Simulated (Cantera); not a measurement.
Cantera run, input and output.

```python
import numpy as np
import cantera as ct

gas = ct.Solution("gri30.yaml")
gas.TPX = 1875, 11000, {'CH4': 0.028, 'H2': 1}
inlet = ct.Reservoir(gas, clone=True)

reactor = ct.IdealGasConstPressureReactor(gas, energy="off", clone=False)
exhaust = ct.Reservoir(gas, clone=True)
tau = [5, 2, 0.81, 0.33, 0.13, 0.054, 0.022, 0.0088, 0.0035, 0.0014][0]
for a, b in ((inlet, reactor), (reactor, exhaust)):
    ct.MassFlowController(a, b, mdot=lambda t: reactor.mass / tau)
net = ct.ReactorNet([reactor])
show = ['CH4', 'H2', 'C2H4', 'C2H6', 'CH3', 'CH2']

rows = []
print(f"{'tau/s':>10s}{'T/K':>9s}" + "".join(f"{s:>11s}" for s in show))
for tau in [5, 2, 0.81, 0.33, 0.13, 0.054, 0.022, 0.0088, 0.0035, 0.0014]:
    net.initial_time = 0.0
    net.advance(30 * tau)
    before = gas.X
    net.advance(40 * tau)
    drift = np.max(np.abs(gas.X - before) / (gas.X + 1e-9))
    rows.append([gas.T, *gas[show].X, drift])
    print(f"{tau:10.3e}{gas.T:9.1f}" + "".join(f"{x:11.3e}" for x in gas[show].X))
```

Output:

```
     tau/s      T/K        CH4         H2       C2H4       C2H6        CH3        CH2
 5.000e+00   1875.0  1.832e-03  9.838e-01  1.927e-05  2.497e-08  7.279e-05  1.699e-07
 2.000e+00   1875.0  2.816e-03  9.833e-01  1.915e-05  5.763e-08  1.111e-04  2.556e-07
 8.100e-01   1875.0  4.305e-03  9.825e-01  1.948e-05  1.320e-07  1.680e-04  3.782e-07
 3.300e-01   1875.0  6.491e-03  9.814e-01  2.097e-05  2.930e-07  2.494e-04  5.441e-07
 1.300e-01   1875.0  9.690e-03  9.798e-01  2.523e-05  6.324e-07  3.637e-04  7.593e-07
 5.400e-02   1875.0  1.358e-02  9.778e-01  3.334e-05  1.190e-06  4.938e-04  9.773e-07
 2.200e-02   1875.0  1.801e-02  9.755e-01  4.554e-05  1.963e-06  6.248e-04  1.155e-06
 8.800e-03   1875.0  2.211e-02  9.735e-01  5.648e-05  2.634e-06  7.060e-04  1.186e-06
 3.500e-03   1875.0  2.496e-02  9.723e-01  5.483e-05  2.603e-06  6.684e-04  9.484e-07
 1.400e-03   1875.0  2.641e-02  9.721e-01  3.302e-05  1.583e-06  4.767e-04  4.703e-07
```

Model: GRI-Mech 3.0 (53 species, 325 reactions), integrated in Cantera. GRI-Mech 3.0 stops at C3 and has no aromatics, soot or wall deposition, so with more carbon than oxygen in the feed, carbon stays in small species such as C2H2 where larger ones or solid carbon would form.
